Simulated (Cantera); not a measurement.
What does this Cantera script print?

```python
import numpy as np
import cantera as ct

gas = ct.Solution("h2o2.yaml")
gas.TPX = 1000, 43000, {'H2': 1.4, 'O2': 1, 'N2': 0.67, 'H2O': 0.0041}
reactor = ct.IdealGasConstPressureReactor(gas, energy="off", clone=False)
net = ct.ReactorNet([reactor])
net.rtol, net.atol = 1e-08, 1e-18
show = ['H2', 'O2', 'HO2', 'O', 'H2O2', 'OH']
times = np.geomspace(3e-06, 2, 12)

steps = ct.SolutionArray(gas, extra=["t"])
rows = []
print(f"{'t/s':>10s}{'T/K':>9s}{'P/Pa':>11s}" + "".join(f"{s:>11s}" for s in show))
for t in times:
    while net.time < t:
        t_next = net.step()
        steps.append(gas.state, t=t_next)
    rows.append([np.interp(t, steps.t, y) for y in (steps.T, steps.P, *steps(*show).X.T)])
    print(f"{t:10.3e}{rows[-1][0]:9.1f}{rows[-1][1]:11.4g}" + "".join(f"{x:11.3e}" for x in rows[-1][2:]))
rate = np.gradient(steps.T, steps.t)
print("integrator steps:", len(steps.t))
if steps.T.max() > steps.T[0] + 200:
    print(f"time of steepest temperature rise: {steps.t[rate.argmax()]:.4e} s")
gas.TPX = 1000, 43000, {'H2': 1.4, 'O2': 1, 'N2': 0.67, 'H2O': 0.0041}
gas.equilibrate("TP")
print(f"equilibrium (TP): T = {gas.T:.1f} K  " + "  ".join(f"{s} {gas[s].X[0]:.3e}" for s in show))
```

Output:

```
       t/s      T/K       P/Pa         H2         O2        HO2          O       H2O2         OH
 3.000e-06   1000.0    4.3e+04  4.554e-01  3.253e-01  1.493e-10  1.070e-11  3.293e-14  4.646e-12
 1.015e-05   1000.0    4.3e+04  4.554e-01  3.253e-01  6.046e-10  7.459e-11  4.237e-13  2.652e-11
 3.436e-05   1000.0    4.3e+04  4.554e-01  3.253e-01  5.300e-09  1.050e-09  8.787e-12  3.571e-10
 1.163e-04   1000.0    4.3e+04  4.554e-01  3.253e-01  4.846e-06  1.190e-06  9.606e-09  4.116e-07
 3.935e-04   1000.0    4.3e+04  8.823e-02  1.646e-01  2.463e-04  1.534e-04  2.858e-05  1.711e-04
 1.332e-03   1000.0    4.3e+04  8.162e-02  1.619e-01  1.012e-04  4.995e-07  1.654e-04  4.521e-07
 4.506e-03   1000.0    4.3e+04  8.063e-02  1.614e-01  1.034e-04  7.246e-07  2.497e-04  6.741e-07
 1.525e-02   1000.0    4.3e+04  7.460e-02  1.587e-01  1.286e-04  1.301e-06  4.570e-04  1.391e-06
 5.160e-02   1000.0    4.3e+04  5.064e-02  1.482e-01  1.176e-04  1.328e-06  4.292e-04  1.629e-06
 1.746e-01   1000.0    4.3e+04  1.439e-02  1.325e-01  6.706e-05  7.933e-07  1.553e-04  1.430e-06
 5.910e-01   1000.0    4.3e+04  1.146e-03  1.269e-01  1.280e-05  6.874e-08  6.270e-06  5.386e-07
 2.000e+00   1000.0    4.3e+04  1.320e-04  1.264e-01  2.032e-06  2.535e-09  1.694e-07  1.287e-07
integrator steps: 1996
equilibrium (TP): T = 1000.0 K  H2 2.232e-10  O2 1.264e-01  HO2 1.253e-09  O 8.579e-11  H2O2 3.882e-10  OH 3.050e-07
```

Computed with Cantera and the H2/O2 subset of GRI-Mech 3.0, which has no nitrogen chemistry. The temperature is held fixed by assumption; the heat of reaction is taken as removed at once.
